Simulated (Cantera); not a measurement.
An isothermal, constant-pressure homogeneous reactor starts with H₂ : O₂ : N₂ = 1.1 : 1 : 19 (molar parts), at 875 K and 0.100 bar.

Detailed kinetics in Cantera: GRI-Mech 3.0 (53 species, 325 reactions). Radical loss at walls, strong at low pressure, is not modelled. Below about 950 K walls govern HO2 and H2O2 in real vessels. The temperature is held fixed by assumption; the heat of reaction is taken as removed at once.

x: mole fraction; the columns are a selection and need not sum to one.

| t (s) | x H₂ | x O₂ | x H₂O | x HO₂ | x NO₂ | x NO | x H |
|---|---|---|---|---|---|---|---|
| 2.00e-6 | 0.0521 | 0.0474 | <1e-12 | <1e-12 | <1e-12 | <1e-12 | <1e-12 |
| 7.29e-6 | 0.0521 | 0.0474 | <1e-12 | <1e-12 | <1e-12 | <1e-12 | <1e-12 |
| 2.65e-5 | 0.0521 | 0.0474 | <1e-12 | <1e-12 | <1e-12 | <1e-12 | <1e-12 |
| 9.67e-5 | 0.0521 | 0.0474 | <1e-12 | <1e-12 | <1e-12 | <1e-12 | <1e-12 |
| 0.000352 | 0.0521 | 0.0474 | <1e-12 | 1.38e-12 | <1e-12 | <1e-12 | 1.33e-12 |
| 0.00128 | 0.0521 | 0.0474 | 7.34e-12 | 6.86e-12 | <1e-12 | <1e-12 | 8.62e-12 |
| 0.00468 | 0.0521 | 0.0474 | 8.85e-10 | 2.71e-10 | <1e-12 | <1e-12 | 5.73e-10 |
| 0.0170 | 0.0480 | 0.0456 | 0.00329 | 4.33e-6 | <1e-12 | 8.68e-10 | 0.00163 |
| 0.0620 | 0.000561 | 0.0222 | 0.0529 | 2.14e-6 | 5.92e-10 | 1.84e-7 | 1.68e-5 |
| 0.226 | 0.000143 | 0.0220 | 0.0534 | 1.17e-6 | 4.89e-9 | 1.80e-7 | 9.62e-7 |
| 0.823 | 3.04e-5 | 0.0219 | 0.0535 | 4.34e-7 | 1.93e-8 | 1.65e-7 | 6.99e-8 |
| 3.00 | ___ | 0.0219 | 0.0535 | ___ | ___ | ___ | ___ |

Problem. Complete the blanks.

Solution. 
- 3.00, x H₂: 3.31e-6
- 3.00, x HO₂: 6.46e-8
- 3.00, x NO₂: 3.70e-8
- 3.00, x NO: 1.47e-7
- 3.00, x H: 3.26e-9
